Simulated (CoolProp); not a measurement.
Computed with CoolProp (reference Helmholtz-energy equation of state, Bücker 2006).

Question: Give the vapour pressure (MPa), liquid density (kg/m³), enthalpy of vaporisation (kJ/kg), vapour Z of saturated n-butane at 99.65, 106.35, 112.95 °C.

Answer: 
```csv
T (°C),p (MPa),liquid density (kg/m³),enthalpy of vaporisation (kJ/kg),vapour Z
99.65,1.52,468,259,0.728
106.35,1.72,455,245,0.700
112.95,1.95,442,231,0.671
```
